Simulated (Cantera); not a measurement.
Feed: 1 mol Fe2O3, 0.92 mol CO, 0.31 mol H2, equilibrated at 1 atm.

Method: chemical equilibrium by Gibbs-energy minimisation in Cantera with the NASA 1993 tables (ideal gas, pure condensed phases). Candidate condensed phases: C, C6H6, C7H8, C8H18, Fe, Fe(CO)5, FeO, Fe(OH)2, Fe(OH)3, Fe2O3, Fe3O4, H2O; 114 gas species. The tables' stoichiometric FeO is somewhat more stable than real wüstite, so its field is too wide. FeO: taken at fixed stoichiometry. Rates play no part.

x: gas mole fraction; n: condensed amount in mol.

```json
[
 {"T (K)": "1175", "x CO2": "0.601", "x H2O": "0.212", "x CO": "0.147", "x H2": "0.0403", "x OH": "8.95e-10", "x H": "2.45e-8", "n FeO(s)": "2.00", "n FeO(l)": "0"},
 {"T (K)": "1250", "x CO2": "0.596", "x H2O": "0.217", "x CO": "0.152", "x H2": "[?]", "x OH": "[?]", "x H": "[?]", "n FeO(s)": "2.00", "n FeO(l)": "0"},
 {"T (K)": "1325", "x CO2": "0.592", "x H2O": "0.221", "x CO": "0.156", "x H2": "0.0312", "x OH": "2.96e-8", "x H": "2.87e-7", "n FeO(s)": "2.00", "n FeO(l)": "0"},
 {"T (K)": "1400", "x CO2": "0.589", "x H2O": "0.224", "x CO": "0.159", "x H2": "0.0279", "x OH": "1.29e-7", "x H": "8.07e-7", "n FeO(s)": "2.00", "n FeO(l)": "0"},
 {"T (K)": "1475", "x CO2": "0.586", "x H2O": "0.227", "x CO": "0.162", "x H2": "0.0252", "x OH": "4.82e-7", "x H": "2.05e-6", "n FeO(s)": "2.00", "n FeO(l)": "0"},
 {"T (K)": "1550", "x CO2": "0.584", "x H2O": "0.229", "x CO": "0.164", "x H2": "0.0230", "x OH": "1.59e-6", "x H": "4.74e-6", "n FeO(s)": "2.00", "n FeO(l)": "0"},
 {"T (K)": "1625", "x CO2": "0.582", "x H2O": "0.231", "x CO": "0.166", "x H2": "0.0212", "x OH": "4.68e-6", "x H": "1.02e-5", "n FeO(s)": "2.00", "n FeO(l)": "0"},
 {"T (K)": "1700", "x CO2": "0.581", "x H2O": "0.232", "x CO": "0.167", "x H2": "0.0196", "x OH": "1.26e-5", "x H": "2.05e-5", "n FeO(s)": "0", "n FeO(l)": "2.00"},
 {"T (K)": "1775", "x CO2": "0.579", "x H2O": "0.234", "x CO": "0.169", "x H2": "0.0183", "x OH": "3.09e-5", "x H": "3.89e-5", "n FeO(s)": "0", "n FeO(l)": "2.00"},
 {"T (K)": "1850", "x CO2": "0.578", "x H2O": "0.235", "x CO": "0.170", "x H2": "0.0172", "x OH": "[?]", "x H": "[?]", "n FeO(s)": "0", "n FeO(l)": "2.00"},
 {"T (K)": "1925", "x CO2": "0.577", "x H2O": "0.236", "x CO": "0.171", "x H2": "0.0162", "x OH": "0.000152", "x H": "0.000121", "n FeO(s)": "0", "n FeO(l)": "2.00"},
 {"T (K)": "2000", "x CO2": "0.576", "x H2O": "0.236", "x CO": "0.172", "x H2": "0.0154", "x OH": "0.000308", "x H": "0.000200", "n FeO(s)": "0", "n FeO(l)": "2.00"},
 {"T (K)": "2075", "x CO2": "0.575", "x H2O": "0.237", "x CO": "0.173", "x H2": "0.0146", "x OH": "0.000591", "x H": "0.000320", "n FeO(s)": "0", "n FeO(l)": "2.00"},
 {"T (K)": "2150", "x CO2": "0.574", "x H2O": "0.237", "x CO": "0.173", "x H2": "0.0140", "x OH": "0.00108", "x H": "0.000496", "n FeO(s)": "0", "n FeO(l)": "2.00"}
]
```

Q: Complete the blanks.

A: 
- 1850, x OH: 7.08e-5
- 1850, x H: 7.01e-5
- 1250, x H2: 0.0353
- 1250, x OH: 5.72e-9
- 1250, x H: 9.02e-8
